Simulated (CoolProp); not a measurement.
Vapour-liquid equilibrium of R22 (1) + methanol (2) at 0.482 bar; x and y are mole fractions of (1).

Model: multi-fluid Helmholtz-energy mixture model, Kamei 1995 and de Reuck 1993; pair parameters Bell 2016, in CoolProp.

| x | bubble temperature, mixture model (K) | bubble temperature, Raoult's law (K) | y, mixture model | y, Raoult's law |
|---|---|---|---|---|
| 0.05 | 273.9 | 287.7 | 0.914 | 0.809 |
| 0.2 | 241.5 | 252.3 | 0.993 | 0.984 |
| 0.35 | 231.8 | 239.0 | 0.997 | 0.995 |
| 0.5 | 226.8 | 231.2 | 0.998 | 0.998 |
| 0.65 | 223.6 | 225.9 | 0.999 | 0.999 |
| 0.8 | 221.0 | 221.8 | 0.999 | 1.000 |
| 0.95 | 218.5 | 218.6 | 1.000 | 1.000 |

The largest gap from Raoult's law is -13.8 K in bubble temperature, at x = 0.05. No azeotrope shows between x = 0.05 and 0.95.

The pair parameters rest on a limited set of measurements; away from them the model extrapolates. With so large a gap from Raoult's law the liquid may split in two, which this calculation doesn't test in full.
